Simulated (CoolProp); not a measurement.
Oxygen at 298.15 K and 10.1 MPa is throttled through a valve to 4.46 MPa with no heat exchange. Each further row changes one setting.

Model: reference Helmholtz-energy equation of state, Schmidt 1985, in CoolProp.

| case | temperature change (K) | final phase | final density (kg/m³) |
|---|---|---|---|
| as stated | -13.2 | gas | 62.3 |
| outlet pressure 1.34 MPa | -22.1 | gas | 18.9 |
| outlet pressure 5.8 MPa | -9.8 | supercritical | 80.5 |
